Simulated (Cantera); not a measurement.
**Carbon deposition, reforming and gasification: C3H6 + CO2 + H2O**

Feed: 1 mol C3H6, 0.13 mol CO2, 0.049 mol H2O, equilibrated at 898.15 K and 0.105 Torr.

Cantera equilibrium calculation (NASA polynomials, part measured and part estimated; ideal gas, pure solids and liquids). Candidate condensed phases: C, C6H6, C7H8, C8H18, H2O; 110 gas species. The numbers say what is thermodynamically allowed, not how fast it happens.

```yaml
x(H2): 0.908
x(CO): 0.0920
x(CH4): 3.69e-5
x(H2O): 2.95e-5
x(CO2): 6.93e-6
n(C(graphite)): 2.82 mol
gas_amount: 3.358 mol
```
